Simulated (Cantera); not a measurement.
Cantera run:

```python
import numpy as np
import cantera as ct

gas_names = """
    CL CL2 N N2 Si SiCL SiCL2 SiCL3 SiCL4 SiN Si2 Si2N Si3
""".split()
cond_names = """
    Si(cr) Si(L) Si3N4(a)
""".split()


# ... load() reads the species with a 1 bar reference pressure and builds the phases ...
atoms = {
    'SiCl4': {'Si': 1, 'CL': 4},
    'Cl2': {'CL': 2},
    'N2': {'N': 2},
}
top_T = {'Si3N4(a)': 2400}  # K; cautious upper limits of use, not melting points


# ... equilibrate(T, P, feed) seeds the gas with the atoms and calls Mixture.equilibrate('TP', solver="vcs", rtol=1e-11, max_steps=5000) ...
results = []
feed = {'SiCl4': 1, 'Cl2': 0.28, 'N2': 15}  # mol
P = 1000  # Pa
for T in [1025, 1075, 1125, 1175, 1225, 1275, 1325, 1375, 1425, 1475, 1525, 1575, 1625, 1675]:
    mix = equilibrate(T, P, feed)
    results.append((T, P, feed, dict(zip(mix.species_names, mix.species_moles))))
    x = sorted(zip(gas.X, gas.species_names), reverse=True)
    print(f"T = {T:g} K  P = {P:g} Pa  gas = {mix.phase_moles(0):.4g} mol")
    print("   x: " + "  ".join(f"{s} {v:.3e}" for v, s in x if v > 0.001))
    print("   condensed (mol): " + ("  ".join(f"{mix.phase(i).name} {mix.phase_moles(i):.4g}"
          for i in range(1, mix.n_phases) if mix.phase_moles(i) > 1e-12) or "none"))
```

Output:

```
T = 1025 K  P = 1000 Pa  gas = 16.29 mol
   x: N2 9.210e-01  SiCL4 6.140e-02  CL2 1.683e-02
   condensed (mol): none
T = 1075 K  P = 1000 Pa  gas = 16.29 mol
   x: N2 9.207e-01  SiCL4 6.138e-02  CL2 1.648e-02  CL 1.417e-03
   condensed (mol): none
T = 1125 K  P = 1000 Pa  gas = 16.3 mol
   x: N2 9.202e-01  SiCL4 6.135e-02  CL2 1.588e-02  CL 2.586e-03
   condensed (mol): none
T = 1175 K  P = 1000 Pa  gas = 16.32 mol
   x: N2 9.193e-01  SiCL4 6.129e-02  CL2 1.495e-02  CL 4.426e-03
   condensed (mol): none
T = 1225 K  P = 1000 Pa  gas = 16.34 mol
   x: N2 9.181e-01  SiCL4 6.121e-02  CL2 1.358e-02  CL 7.113e-03
   condensed (mol): none
T = 1275 K  P = 1000 Pa  gas = 16.37 mol
   x: N2 9.164e-01  SiCL4 6.109e-02  CL2 1.175e-02  CL 1.071e-02
   condensed (mol): none
T = 1325 K  P = 1000 Pa  gas = 16.4 mol
   x: N2 9.144e-01  SiCL4 6.095e-02  CL 1.508e-02  CL2 9.536e-03
   condensed (mol): none
T = 1375 K  P = 1000 Pa  gas = 16.44 mol
   x: N2 9.123e-01  SiCL4 6.079e-02  CL 1.977e-02  CL2 7.160e-03
   condensed (mol): none
T = 1425 K  P = 1000 Pa  gas = 16.48 mol
   x: N2 9.102e-01  SiCL4 6.059e-02  CL 2.417e-02  CL2 4.949e-03
   condensed (mol): none
T = 1475 K  P = 1000 Pa  gas = 16.51 mol
   x: N2 9.085e-01  SiCL4 6.033e-02  CL 2.778e-02  CL2 3.184e-03
   condensed (mol): none
T = 1525 K  P = 1000 Pa  gas = 16.54 mol
   x: N2 9.070e-01  SiCL4 5.986e-02  CL 3.056e-02  CL2 1.964e-03
   condensed (mol): none
T = 1575 K  P = 1000 Pa  gas = 16.57 mol
   x: N2 9.054e-01  SiCL4 5.884e-02  CL 3.298e-02  SiCL3 1.430e-03  CL2 1.217e-03
   condensed (mol): none
T = 1625 K  P = 1000 Pa  gas = 16.61 mol
   x: N2 9.029e-01  SiCL4 5.663e-02  CL 3.608e-02  SiCL3 3.158e-03
   condensed (mol): none
T = 1675 K  P = 1000 Pa  gas = 16.7 mol
   x: N2 8.982e-01  SiCL4 5.236e-02  CL 4.130e-02  SiCL3 6.061e-03  SiCL2 1.457e-03
   condensed (mol): none
```

Method: chemical equilibrium by Gibbs-energy minimisation in Cantera with the NASA 1993 tables (ideal gas, pure condensed phases). The tables' values for SiCl3 are old estimates; treat these amounts as uncertain.
